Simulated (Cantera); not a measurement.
An adiabatic, constant-pressure homogeneous reactor starts with 3.35 % CO, 0.876 % H2, 1.60 % CH4, 15.4 % O2, 57.7 % N2, 21.1 % H2O, equivalence ratio 0.35, at 1550 K and 1.88 atm.

Computed with Cantera and GRI-Mech 3.0 (53 species, 325 reactions).

One state of this run: T (K) = 2124; x CO = 0.000407; x H2 = 0.000412; x CH4 = <1e-12; x CH3 = <1e-12; x H2O = 0.254. x: mole fraction; the columns are a selection and need not sum to one.

### Question
Which value of t (s) does it belong to?
(A) 2.59e-5
(B) 7.44e-5
(C) 0.000214
(D) 1.00

### Answer
D, 1.00
